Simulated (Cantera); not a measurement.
Charge: 1 mol TiO2, 0.2 mol HCl, 0.18 mol H2, equilibrated at 1375 °C and 0.100 bar.

Cantera equilibrium calculation (NASA polynomials, part measured and part estimated; ideal gas, pure solids and liquids). Candidate condensed phases: H2O, Ti, TiCl2, TiCl3, TiCl4, TiO, TiO2, Ti2O3, Ti3O5, Ti4O7; 23 gas species. Mutual solubility and eutectic melting of coexisting phases are not modelled. Condensed phases not in the tables: Magnéli phases beyond Ti4O7. The numbers say what is thermodynamically allowed, not how fast it happens.

Base state: HCl 0.526, H2 0.454, H2O 0.0197, H 0.000190, Cl 0.000173, TiCl3 5.58e-5, TiCl4 1.75e-5 (mole fractions); condensed: TiO2(rutile) + Ti4O7(s).

Q: What changes in the equilibrium state with this change: 0.14 mol O2 added?

A: 
| species | before | after |
|---|---|---|
| HCl | 0.526 | 0.447 |
| H2O | 0.0197 | 0.425 |
| O2 | <1e-9 | 0.112 |
| H2 | 0.454 | 4.63e-5 |
| Cl | 0.000173 | 0.0145 |
| TiCl4 | 1.75e-5 | 1.97e-8 |
| TiCl3 | 5.58e-5 | <1e-9 |
| ClO | <1e-9 | 3.17e-5 |
| TiO2(rutile), mol | 0.970 | 1.00 |
| Ti4O7(s), mol | 0.00744 | 0 |
Gases not in the tables: TiO(OH)2.
